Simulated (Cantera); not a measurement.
A closed system holds: 1 mol BN, 140 mol H2, held at 1725 °C and 750 Torr.

Method: chemical equilibrium by Gibbs-energy minimisation in Cantera with the NASA 1993 tables (ideal gas, pure condensed phases). Candidate condensed phases: B, BN; 15 gas species. The tables' values for BH2 are old estimates; treat these amounts as uncertain. Gases not in the tables: B2H6 and higher boranes. The numbers say what is thermodynamically allowed, not how fast it happens.

Problem. What is the equilibrium state?

Solution. 
```json
{
 "x(H2)": "0.998",
 "x(H)": "0.00160",
 "x(BH2)": "0.000356",
 "x(N2)": "0.000192",
 "x(BH3)": "2.74e-5",
 "n(BN(s))": "0.946 mol",
 "gas_amount": "140.1 mol",
 "log10 activity of B(s) (absent)": "-0.11"
}
```
